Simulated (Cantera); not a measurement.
Charge: 1 mol HgO, 0.16 mol O2, 3.2 mol H2, held at 0.00320 bar.

Equilibrium computed with Cantera from the NASA thermochemical tables; the gas is ideal and each condensed phase is pure. Candidate condensed phases: H2O, Hg, HgO; 10 gas species. Equilibrium is a limit: real reactors are often held back by kinetics, nucleation or transport. All values below are at 725 °C.

Base state: H2 0.448, H2O 0.314, Hg 0.238 (mole fractions); condensed: gas only.

Problem. What changes in the equilibrium state with this change: O2 from 0.16 to 2.1 mol?

Solution. 
```csv
species,before,after
H2O,0.314,0.615
Hg,0.238,0.192
O2,<1e-9,0.192
H2,0.448,2.04e-9
```

Problem. What changes in the equilibrium state with this change: HgO replaced by Pb?

Solution. 
```
species     before    after
----------  ------  -------
H2           0.448    0.896
H2O          0.314   0.0995
Pb               0  0.00484
Hg           0.238        0
Pb(l), mol       0    0.984
```
Further candidate phases: Pb, PbO, PbO2, Pb3O4.
